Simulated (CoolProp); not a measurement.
n-perfluoropentane along the isotherm 500 K: density (kg/m³) from the reference equation and from simpler models built on Tc = 421.0 K, pc = 2.063 MPa, ω = 0.436; each cubic takes its own stable root.

The numbers come from the reference Helmholtz-energy equation of state, Gao 2022 in CoolProp.

```csv
p (MPa),phase,reference
0.344,gas,24.57
0.688,gas,50.76
1.03,gas,78.62
1.38,gas,109.3
1.72,gas,141.3
2.06,gas,175.9
2.41,supercritical,214.4
2.75,supercritical,254.7
3.09,supercritical,298.0
3.44,supercritical,345.7
3.78,supercritical,394.8
4.13,supercritical,447.5
4.47,supercritical,499.8
4.81,supercritical,551.5
5.16,supercritical,602.3
```

Q: How far does each simpler model (ideal gas, van der Waals, Redlich-Kwong, Soave-Redlich-Kwong, Peng-Robinson) lie from the reference over these 15 states: mean and median of the absolute difference, and the worst?

A: 
- ideal gas: mean 24.0 %, median 25.2 %, worst -40.6 % at 500 K and 5.16 MPa
- van der Waals: mean 9.9 %, median 8.0 %, worst +22.6 % at 500 K and 3.78 MPa
- Redlich-Kwong: mean 7.0 %, median 7.7 %, worst +13.0 % at 500 K and 4.13 MPa
- Soave-Redlich-Kwong: mean 3.5 %, median 2.6 %, worst -9.5 % at 500 K and 5.16 MPa
- Peng-Robinson: mean 1.4 %, median 1.3 %, worst -3.6 % at 500 K and 5.16 MPa
